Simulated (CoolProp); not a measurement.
The numbers come from the reference Helmholtz-energy equation of state, Lemmon 2006 in CoolProp. It is a short technical equation, of lower accuracy than the large ones.

Q: For C2F6 (R116), give the phase and the cv (kJ/(kg K)), Joule-Thomson coefficient (K/MPa), conductivity (mW/(m K)), Prandtl number at 297.3 K and 1.95 MPa.

A: 
- 297.3 K and 1.95 MPa: gas; cv 0.751, Joule-Thomson coefficient 11.5, conductivity 16.6, Prandtl number 0.881

Viscosity comes from a separate model (Huber 2003), an estimate that may be off by 10 % or more. Thermal conductivity comes from a separate model (Huber 2003), an estimate that may be off by 10 % or more.
